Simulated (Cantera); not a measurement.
An adiabatic, constant-pressure homogeneous reactor starts with CH4 : H2 : O2 : N2 = 1 : 0.34 : 3.62 : 13.6 (molar parts), at 1200 K and 500000 Pa.

Computed with Cantera and GRI-Mech 3.0 (53 species, 325 reactions).

Problem. Predict: time of steepest temperature rise; temperature at 5.00 s; equilibrium temperature; x(H2) at 5.00 s; x(O2) at 5.00 s; x(H) at 5.00 s.

Solution. 
- time of steepest temperature rise: 0.846 ms
- temperature at 5.00 s: 2376 K
- equilibrium temperature: 2376 K
- x(H2) at 5.00 s: 0.000651 (gas-phase equilibrium 0.000651)
- x(O2) at 5.00 s: 0.0727 (gas-phase equilibrium 0.0727)
- x(H) at 5.00 s: 0.000163 (gas-phase equilibrium 0.000163)
